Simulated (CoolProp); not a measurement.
Aqueous sodium chloride as a coolant, 23 % by mass, freezing at -20.5 °C, 1 atm.

The numbers come from the Melinder's fits for secondary coolants in CoolProp.

```csv
T (°C),cp (kJ/(kg K)),density (kg/m³),conductivity (W/(m K)),Prandtl number
-18.8,3.280,1189,0.517,38.7
-12.9,3.291,1187,0.525,30.0
-7,3.300,1184,0.534,23.6
-1,3.310,1182,0.543,18.8
4.9,3.318,1179,0.552,15.3
10.8,3.326,1176,0.560,12.7
16.7,3.333,1174,0.569,10.7
22.7,3.339,1171,0.578,9.18
28.6,3.344,1168,0.587,8.02
34.5,3.349,1165,0.596,7.12
```
